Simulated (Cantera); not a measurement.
Input: 1 mol Al, 5.4 mol HCl, 0.3 mol H2, equilibrated at 0.480 bar.

Cantera equilibrium calculation (NASA polynomials, part measured and part estimated; ideal gas, pure solids and liquids). Candidate condensed phases: Al, AlCl3; 12 gas species. Kinetics and transport are ignored.

### Question
At 750 K, list the 4 most abundant gas species with their mole fractions, and the condensed phases.

### Answer
HCl 0.485, H2 0.364, AlCl3 0.0990, Al2Cl6 0.0516. Condensed: gas only.
